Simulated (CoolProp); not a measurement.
A single-stage vapour-compression cycle with dimethyl ether: evaporating at 239.15 K (dew point), condensing at 299.15 K (bubble point), superheat 2 K, subcooling 0 K, compressor efficiency 0.85, no pressure losses. Each further row changes one setting.

Values from CoolProp's reference Helmholtz-energy equation of state, Wu 2011.

```csv
case,cooling COP,pressure ratio,discharge temperature (K),refrigerating effect (kJ/kg),volumetric capacity (kJ/m³)
as stated,2.69,9.12,338.3,339,534
evaporating temperature 244.15 K,___,7.23,333.7,345,673
condensing temperature 294.15 K,3.01,7.88,331.4,351,553
subcooling 5 K,___,9.12,338.3,351,553
superheat 12 K,2.68,9.12,349.5,___,531
compressor efficiency 0.75,2.38,9.12,348.2,339,534
```

Some entries are withheld; supply them.


- evaporating temperature 244.15 K, cooling COP: 3.06
- subcooling 5 K, cooling COP: 2.79
- superheat 12 K, refrigerating effect (kJ/kg): 353
